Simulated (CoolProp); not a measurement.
R11 along the isotherm 400.5 K: fugacity coefficient from the reference equation and from simpler models built on Tc = 471.1 K, pc = 44.08 bar, ω = 0.189; each cubic takes its own stable root.

Values from CoolProp's reference Helmholtz-energy equation of state, Jacobsen 1992.

| p (bar) | phase | reference | van der Waals | Redlich-Kwong | Soave-Redlich-Kwong | Peng-Robinson |
|---|---|---|---|---|---|---|
| 20 | liquid | 0.5923 | 0.8006 | 0.6683 | 0.6009 | 0.5857 |
| 40.1 | liquid | 0.3165 | 0.4747 | 0.3604 | 0.3232 | … |
| 60.1 | liquid | 0.2260 | 0.3513 | 0.2594 | 0.2321 | 0.2224 |
| 80.1 | liquid | 0.1813 | 0.2913 | 0.2095 | 0.1871 | 0.1778 |
| 100 | liquid | 0.1552 | 0.2572 | 0.1803 | 0.1608 | 0.1516 |
| 120 | liquid | 0.1381 | 0.2359 | 0.1613 | 0.1436 | 0.1344 |
| 140 | liquid | 0.1263 | 0.2222 | 0.1482 | 0.1318 | 0.1224 |
| 160 | liquid | 0.1179 | 0.2133 | 0.1390 | 0.1234 | … |
| 180 | liquid | … | 0.2079 | 0.1322 | 0.1173 | 0.1073 |
| 200 | liquid | 0.1071 | 0.2048 | 0.1273 | 0.1128 | 0.1025 |
| 220 | liquid | 0.1037 | 0.2037 | 0.1237 | 0.1095 | 0.09877 |

Question: Complete the blanks.

Answer: 
- 40.1, Peng-Robinson: 0.3123
- 160, Peng-Robinson: 0.1138
- 180, reference: 0.1117

At some of these states van der Waals gives the other phase, because its saturation line lies elsewhere.
